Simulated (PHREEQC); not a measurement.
Make-up at 20 °C: 0.0017 mol/kgw Ca(HCO3)2 and 0.18 mol/kgw Na2SO4. Closed to the air; pH follows from the charge balance.

Computed with PHREEQC (ion-association model, phreeqc.dat).

### Question
The ionic strength comes out as 0.450 mol/kgw. What activity coefficients do Na+, NaCO3-, SO4-2, Ca+2, NaSO4- get?

### Answer
Na+ 0.72, NaCO3- 0.73, SO4-2 0.22, Ca+2 0.27, NaSO4- 0.70.

No solid was allowed to form.
